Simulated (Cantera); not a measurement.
Gas activation for diamond growth

An isothermal, constant-pressure homogeneous reactor starts with CH4 : H2 : O2 = 0.0065 : 1 : 0.0048 (molar parts), at 2850 K and 120 Torr.

Cantera simulation using GRI-Mech 3.0 (53 species, 325 reactions); the numbers are that mechanism's predictions, not measurements.

| t (s) | x CH4 | x H2 | x O2 | x OH | x CH2O |
|---|---|---|---|---|---|
| 1.00e-5 | 0.00563 | 0.981 | 0.00400 | 2.25e-5 | 1.16e-6 |
| 3.88e-5 | 0.00404 | 0.959 | 0.000424 | 7.47e-5 | 5.81e-7 |
| 0.000151 | 0.00143 | 0.934 | 1.82e-8 | 0.000145 | 4.28e-7 |
| 0.000585 | 0.000181 | 0.907 | 3.34e-8 | 0.000190 | 1.03e-7 |
| 0.00227 | 2.75e-5 | 0.860 | 2.68e-8 | 0.000165 | 2.17e-8 |
| 0.00881 | 2.00e-10 | 0.791 | 3.75e-8 | 0.000187 | 3.31e-10 |
| 0.0342 | 2.74e-11 | 0.776 | 4.46e-8 | 0.000202 | 2.84e-10 |
| 0.133 | 2.74e-11 | 0.776 | 4.46e-8 | 0.000202 | 2.84e-10 |
| 0.515 | 2.74e-11 | 0.776 | 4.46e-8 | 0.000202 | 2.84e-10 |
| 2.00 | 2.74e-11 | 0.776 | 4.46e-8 | 0.000202 | 2.84e-10 |
x: mole fraction; the columns are a selection and need not sum to one.

Equilibrium at this temperature and pressure: CH4 2.86e-11, H2 0.776, O2 4.46e-8, OH 0.000202, CH2O 2.84e-10 (gas phase only).
